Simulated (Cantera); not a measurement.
Input (Python, Cantera):

```python
import numpy as np
import cantera as ct

gas = ct.Solution("gri30.yaml")
gas.TPX = 1400, 100000, {'CH4': 1, 'O2': 4.26, 'N2': 16}
reactor = ct.IdealGasReactor(gas, energy="on", clone=False)
net = ct.ReactorNet([reactor])
net.rtol, net.atol = 1e-08, 1e-16
show = ['CH4', 'O2', 'CH3', 'C2H6', 'C2H4']
times = np.geomspace(6e-06, 0.1, 15)

steps = ct.SolutionArray(gas, extra=["t"])
rows = []
print(f"{'t/s':>10s}{'T/K':>9s}{'P/Pa':>11s}" + "".join(f"{s:>11s}" for s in show))
for t in times:
    while net.time < t:
        t_next = net.step()
        steps.append(gas.state, t=t_next)
    rows.append([np.interp(t, steps.t, y) for y in (steps.T, steps.P, *steps(*show).X.T)])
    print(f"{t:10.3e}{rows[-1][0]:9.1f}{rows[-1][1]:11.4g}" + "".join(f"{x:11.3e}" for x in rows[-1][2:]))
rate = np.gradient(steps.T, steps.t)
print("integrator steps:", len(steps.t))
if steps.T.max() > steps.T[0] + 200:
    print(f"time of steepest temperature rise: {steps.t[rate.argmax()]:.4e} s")
gas.TPX = 1400, 100000, {'CH4': 1, 'O2': 4.26, 'N2': 16}
gas.equilibrate("UV")
print(f"equilibrium (UV): T = {gas.T:.1f} K  " + "  ".join(f"{s} {gas[s].X[0]:.3e}" for s in show))
```

Result:

```
       t/s      T/K       P/Pa        CH4         O2        CH3       C2H6       C2H4
 6.000e-06   1400.0      1e+05  4.704e-02  2.004e-01  8.771e-08  3.669e-13  2.120e-14
 1.201e-05   1400.0      1e+05  4.704e-02  2.004e-01  1.830e-07  3.222e-12  2.465e-13
 2.406e-05   1400.0      1e+05  4.704e-02  2.004e-01  3.843e-07  2.830e-11  2.545e-12
 4.818e-05   1400.0      1e+05  4.704e-02  2.004e-01  8.344e-07  2.577e-10  2.523e-11
 9.647e-05   1400.0      1e+05  4.703e-02  2.004e-01  1.950e-06  2.631e-09  2.692e-10
 1.932e-04   1400.0      1e+05  4.703e-02  2.004e-01  5.195e-06  3.339e-08  3.506e-09
 3.868e-04   1400.0      1e+05  4.701e-02  2.004e-01  1.681e-05  6.046e-07  6.498e-08
 7.746e-04   1400.6      1e+05  4.687e-02  2.003e-01  5.742e-05  1.422e-05  1.647e-06
 1.551e-03   1406.6  1.005e+05  4.583e-02  1.996e-01  1.419e-04  1.916e-04  3.413e-05
 3.106e-03   2511.5  1.807e+05  6.965e-19  1.033e-01  6.908e-18  1.492e-35  1.090e-28
 6.220e-03   2503.8  1.801e+05  6.452e-19  1.014e-01  6.281e-18  1.302e-35  9.509e-29
 1.245e-02   2494.2  1.794e+05  5.855e-19  9.903e-02  5.569e-18  1.094e-35  7.989e-29
 2.494e-02   2487.2  1.789e+05  5.449e-19  9.732e-02  5.096e-18  9.613e-36  7.021e-29
 4.994e-02   2485.3  1.787e+05  5.337e-19  9.684e-02  4.967e-18  9.262e-36  6.765e-29
 1.000e-01   2485.2  1.787e+05  5.331e-19  9.681e-02  4.960e-18  9.242e-36  6.750e-29
integrator steps: 1790
time of steepest temperature rise: 2.3908e-03 s
equilibrium (UV): T = 2485.2 K  CH4 7.934e-19  O2 9.681e-02  CH3 7.382e-18  C2H6 1.757e-35  C2H4 8.509e-29
```

Computed with Cantera and GRI-Mech 3.0 (53 species, 325 reactions).
